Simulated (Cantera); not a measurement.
# Premixed flame

A freely propagating, adiabatic, planar premixed flame of C3H8 : O2 : N2 = 1 : 7.35 : 32.4 (molar parts), unburnt at 375 K and 500000 Pa; mixture-averaged transport, grid criteria slope 0.08 and curve 0.16, no radiation.

Computed with Cantera and GRI-Mech 3.0 (53 species, 325 reactions). GRI-Mech 3.0 was tuned for natural gas; its chemistry of propane as a main component is partial and can be far from experiment. Burning velocities carry a grid error of a few per cent, more on coarse grids.

| z (mm) | T (K) | u (m/s) | x C3H8 | x O2 | x C2H | x HCO | x HCN | x HO2 |
|---|---|---|---|---|---|---|---|---|
| -0.645 | 376 | 0.132 | 0.0245 | 0.180 | <1e-8 | <1e-8 | <1e-8 | 2.84e-8 |
| -0.430 | 382 | 0.135 | 0.0245 | 0.180 | <1e-8 | <1e-8 | <1e-8 | 3.14e-7 |
| -0.323 | 406 | 0.143 | 0.0244 | 0.178 | <1e-8 | <1e-8 | <1e-8 | 1.69e-6 |
| -0.215 | 514 | 0.182 | 0.0236 | 0.168 | <1e-8 | <1e-8 | <1e-8 | 1.16e-5 |
| -0.108 | 877 | 0.316 | 0.0168 | 0.135 | <1e-8 | 1.02e-8 | 1.62e-8 | 7.93e-5 |
| -0.0538 | 1189 | 0.433 | 0.00699 | 0.105 | <1e-8 | 6.17e-7 | 3.07e-8 | 0.000174 |
| 0 | 1506 | 0.551 | 0.000169 | 0.0744 | 2.08e-8 | 5.36e-6 | 4.73e-8 | 0.000182 |
| 0.0538 | 1644 | 0.599 | 2.68e-8 | 0.0621 | <1e-8 | 2.65e-7 | 2.65e-8 | 3.98e-5 |
| 0.108 | 1700 | 0.617 | <1e-8 | 0.0584 | <1e-8 | <1e-8 | <1e-8 | 2.20e-5 |
| 0.215 | 1744 | 0.631 | <1e-8 | 0.0561 | <1e-8 | <1e-8 | <1e-8 | 9.18e-6 |
| 0.430 | 1764 | 0.638 | <1e-8 | 0.0553 | <1e-8 | <1e-8 | <1e-8 | 2.62e-6 |
| 0.860 | 1770 | 0.639 | <1e-8 | 0.0552 | <1e-8 | <1e-8 | <1e-8 | 8.25e-7 |
| 1.72 | 1771 | 0.640 | <1e-8 | 0.0552 | <1e-8 | <1e-8 | <1e-8 | 5.61e-7 |
x: mole fraction of selected species; z is measured from the peak of heat release.

The laminar burning velocity is 13.2 cm/s and the thermal thickness comes out as 0.215 mm. The peak x(C2H) is 2.53e-8 and the peak x(HCO) is 5.60e-6. The peak x(HCN) comes out as 4.75e-8. The peak x(HO2) is 0.000251.
